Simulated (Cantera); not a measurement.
A closed system holds: 1 mol SO2, 2 mol H2, at 1550 K and 140 bar.

Equilibrium computed with Cantera from the NASA thermochemical tables; the gas is ideal and each condensed phase is pure. Candidate condensed phases: H2O, H2SO4, S; 19 gas species. The ideal-gas law is rough above about 30 bar. Kinetics and transport are ignored.

Question: What is the equilibrium state?

Answer: x(H2O): 0.646
x(H2S): 0.166
x(SO2): 0.0886
x(S2): 0.0726
x(H2): 0.0182
x(S2O): 0.00708
x(SH): 0.000712
x(SO): 0.000528
x(S): 1.62e-6
gas amount: 2.407 mol
log10 activity of S(l) (absent): -0.76
